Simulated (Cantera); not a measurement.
Charge: 1 mol B, 0.13 mol NH3, a varied amount of N2, equilibrated at 1298 K and 4.60 mbar.

Method: chemical equilibrium by Gibbs-energy minimisation in Cantera with the NASA 1993 tables (ideal gas, pure condensed phases). Candidate condensed phases: B, BN; 15 gas species. Mutual solubility and eutectic melting of coexisting phases are not modelled. Kinetics and transport are ignored.

log p: log10 of the partial pressure in bar; n: condensed amount in mol.

| n(N2) (mol) | log p H2 | log p N2 | log p H | log p BH2 | log p NH3 | n B(s) | n BN(s) |
|---|---|---|---|---|---|---|---|
| 0.16 | -2.34 | -10.97 | -7.14 | -8.39 | -12.90 | 0.550 | 0.450 |
| 0.21 | -2.34 | -10.97 | -7.14 | -8.39 | -12.90 | 0.450 | 0.550 |
| 0.26 | -2.34 | -10.97 | -7.14 | -8.39 | -12.90 | 0.350 | 0.650 |
| 0.34 | -2.34 | -10.97 | -7.14 | -8.39 | -12.90 | ? | ? |
| 0.43 | -2.34 | -10.97 | -7.14 | -8.39 | -12.90 | 0.01000 | 0.990 |
| 0.55 | -2.54 | -2.77 | -7.24 | -12.70 | -9.09 | 0 | 1.00 |
| 0.71 | ? | ? | ? | -12.98 | ? | 0 | 1.00 |
| 0.91 | -2.87 | -2.49 | -7.41 | -13.17 | -9.46 | 0 | 1.00 |

Complete the blanks.


- 0.34, n B(s): 0.190
- 0.34, n BN(s): 0.810
- 0.71, log p H2: -2.72
- 0.71, log p N2: -2.57
- 0.71, log p H: -7.33
- 0.71, log p NH3: -9.27
